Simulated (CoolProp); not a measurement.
Vapour-liquid equilibrium of m-xylene (1) + n-decane (2) at 0.0818 MPa; x and y are mole fractions of (1).

Computed with CoolProp (multi-fluid Helmholtz-energy mixture model, Zhou 2012 and Lemmon 2006; pair parameters Bell 2016).

```json
[
 {"x": "0.05", "bubble temperature (°C)": "163.1", "y at the bubble point": "0.115", "dew temperature at overall composition x (°C)": "164.7", "liquid density (mol/L)": "(withheld)"},
 {"x": "0.2", "bubble temperature (°C)": "155.8", "y at the bubble point": "0.382", "dew temperature at overall composition x (°C)": "160.9", "liquid density (mol/L)": "4.727"},
 {"x": "0.35", "bubble temperature (°C)": "(withheld)", "y at the bubble point": "(withheld)", "dew temperature at overall composition x (°C)": "156.7", "liquid density (mol/L)": "(withheld)"},
 {"x": "0.5", "bubble temperature (°C)": "144.7", "y at the bubble point": "0.712", "dew temperature at overall composition x (°C)": "152.1", "liquid density (mol/L)": "5.477"},
 {"x": "0.65", "bubble temperature (°C)": "140.1", "y at the bubble point": "0.822", "dew temperature at overall composition x (°C)": "147.0", "liquid density (mol/L)": "5.918"},
 {"x": "0.8", "bubble temperature (°C)": "136.1", "y at the bubble point": "0.909", "dew temperature at overall composition x (°C)": "141.1", "liquid density (mol/L)": "6.415"},
 {"x": "0.95", "bubble temperature (°C)": "132.4", "y at the bubble point": "0.980", "dew temperature at overall composition x (°C)": "134.0", "liquid density (mol/L)": "6.981"}
]
```

Question: Fill in the missing entries.

Answer: 
- 0.05, liquid density (mol/L): 4.401
- 0.35, bubble temperature (°C): 149.8
- 0.35, y at the bubble point: 0.570
- 0.35, liquid density (mol/L): 5.083

No azeotrope shows between x = 0.05 and 0.95.

Pair parameters are fitted to limited data, so mixtures are less certain than the pure fluids.
